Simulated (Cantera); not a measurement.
Feed: 1 mol SiCl₄, 2.3 mol NH₃, 9.5 mol N₂, held at 1698 K and 83.0 Pa.

These are equilibrium values from Cantera (NASA tables, ideal gas, pure condensed phases), not measurements of a reactor. Candidate condensed phases: NH₄Cl, Si, Si₃N₄; 28 gas species. The tables' values for SiCl₃, SiCl are old estimates; treat these amounts as uncertain. The numbers say what is thermodynamically allowed, not how fast it happens.

Base state: N₂ 0.660, H₂ 0.152, HCl 0.123, SiCl₂ 0.0612, H 0.00195, Cl 0.00123, SiCl₃ 0.000452, SiCl 0.000202 (mole fractions); condensed: gas only.

Q: What changes in the equilibrium state with this change: NH₃ from 2.3 to 0.35 mol?

A: 
```tsv
species	before	after
N₂	0.660	0.788
HCl	0.123	0.0854
SiCl₂	0.0612	0.0575
H₂	0.152	5.45e-5
Cl	0.00123	0.0452
SiCl₃	0.000452	0.0156
Si	0.000135	9.46e-8
Cl₂	3.48e-8	4.68e-5
SiCl₄	6.61e-6	0.00835
H	0.00195	3.70e-5
SiCl	0.000202	5.18e-6
```
The tables' values for SiCl₃ are old estimates; treat these amounts as uncertain.
